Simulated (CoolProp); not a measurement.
Aqueous calcium chloride as a coolant, 28 % by mass, freezing at -39.0 °C, 1 atm.

The numbers come from the Melinder's fits for secondary coolants in CoolProp.

```
T (°C)  cp (kJ/(kg K))  conductivity (W/(m K))  density (kg/m³)  Prandtl number
------  --------------  ----------------------  ---------------  --------------
-25.9            2.703                     ___             1280            66.7
-18.7            2.723                   0.509             1277            48.7
-11.5            2.744                   0.519             1274            36.9
-4.3             2.764                   0.529             1271            28.8
2.9              2.784                   0.540             1268             ___
10.1             2.804                   0.550             1265            19.1
17.2             2.823                   0.560             1261            16.1
24.4             2.842                   0.570             1257            13.7
31.6             2.861                     ___             1253            11.8
```

Task: Complete the blanks.

Result: 
- -25.9, conductivity (W/(m K)): 0.499
- 2.9, Prandtl number: 23.2
- 31.6, conductivity (W/(m K)): 0.579
